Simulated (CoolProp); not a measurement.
A single-stage vapour-compression cycle with n-perfluoropentane: evaporating at 327.15 K (dew point), condensing at 351.15 K (bubble point), superheat 10 K, subcooling 5 K, compressor efficiency 0.65, no pressure losses. Each further row changes one setting.

Model: reference Helmholtz-energy equation of state, Gao 2022, in CoolProp.

| case | cooling COP | pressure ratio | discharge temperature (K) | refrigerating effect (kJ/kg) | volumetric capacity (kJ/m³) |
|---|---|---|---|---|---|
| as stated | 7.91 | 1.96 | 351.1 | 70.1 | 1830 |
| evaporating temperature 332.15 K | 10.6 | 1.69 | 352.8 | 74.1 | 2240 |
| condensing temperature 346.15 K | 10.5 | 1.72 | 347.9 | 75.9 | 1980 |
| subcooling 10 K | 8.55 | 1.96 | 351.1 | 75.9 | 1980 |
| superheat 20 K | 8.50 | 1.96 | 360.6 | 79.1 | 1980 |
| compressor efficiency 0.55 | 6.69 | 1.96 | 352.4 | 70.1 | 1830 |

The compression ends wet for: as stated; subcooling 10 K.
